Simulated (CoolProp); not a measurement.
Vapour-liquid equilibrium of R125 (1) + R134a (2) at 0.322 MPa; x and y are mole fractions of (1).

The numbers come from the multi-fluid Helmholtz-energy mixture model, Lemmon 2005 and Tillner-Roth 1994; pair parameters Lemmon 2004 in CoolProp.

| x | bubble temperature, mixture model (°C) | bubble temperature, Raoult's law (°C) | y, mixture model | y, Raoult's law |
|---|---|---|---|---|
| 0.05 | 0.8 | 0.9 | 0.104 | 0.107 |
| 0.125 | -1.7 | -1.5 | 0.239 | 0.248 |
| 0.2 | -4.0 | -3.8 | 0.356 | 0.368 |
| 0.275 | -6.2 | -6.0 | 0.457 | 0.472 |
| 0.35 | -8.2 | -8.0 | 0.544 | 0.562 |
| 0.425 | -10.1 | -9.9 | 0.621 | 0.640 |
| 0.5 | -11.8 | -11.6 | 0.689 | 0.708 |
| 0.575 | -13.5 | -13.3 | 0.750 | 0.768 |
| 0.65 | -15.0 | -14.9 | 0.804 | 0.821 |
| 0.725 | -16.5 | -16.4 | 0.853 | 0.868 |
| 0.8 | -17.8 | -17.8 | 0.898 | 0.909 |
| 0.875 | -19.2 | -19.1 | 0.939 | 0.947 |
| 0.95 | -20.4 | -20.4 | 0.977 | 0.980 |

The largest gap from Raoult's law is -0.2 K in bubble temperature, at x = 0.275. No azeotrope shows between x = 0.05 and 0.95.

The pair parameters rest on a limited set of measurements; away from them the model extrapolates.
